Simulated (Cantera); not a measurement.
A perfectly stirred reactor is fed with 10.9 % H₂, 10.9 % O₂, 78.3 % N₂, equivalence ratio 0.50, at 120 Torr; it is held at 1325 K, and followed from long to short residence time.

Cantera simulation using the H2/O2 subset of GRI-Mech 3.0, which has no nitrogen chemistry; the numbers are that mechanism's predictions, not measurements. The temperature is held fixed by assumption; the heat of reaction is taken as removed at once.

Predict: x(H₂) at τ = 11.0 s; x(O₂) at τ = 11.0 s; x(HO₂) at τ = 11.0 s; x(H₂O₂) at τ = 11.0 s; x(H) at τ = 11.0 s; x(H₂) at τ = 65.0 ms; x(O₂) at τ = 65.0 ms; x(HO₂) at τ = 65.0 ms; x(H₂O₂) at τ = 65.0 ms; x(H) at τ = 65.0 ms.


```json
{
  "x(H₂) at τ = 11.0 s": "4.23e-5",
  "x(O₂) at τ = 11.0 s": "0.0574",
  "x(HO₂) at τ = 11.0 s": "5.21e-7",
  "x(H₂O₂) at τ = 11.0 s": "6.05e-8",
  "x(H) at τ = 11.0 s": "4.58e-6",
  "x(H₂) at τ = 65.0 ms": "0.00124",
  "x(O₂) at τ = 65.0 ms": "0.0573",
  "x(HO₂) at τ = 65.0 ms": "4.36e-6",
  "x(H₂O₂) at τ = 65.0 ms": "4.30e-7",
  "x(H) at τ = 65.0 ms": "0.000773"
}
```
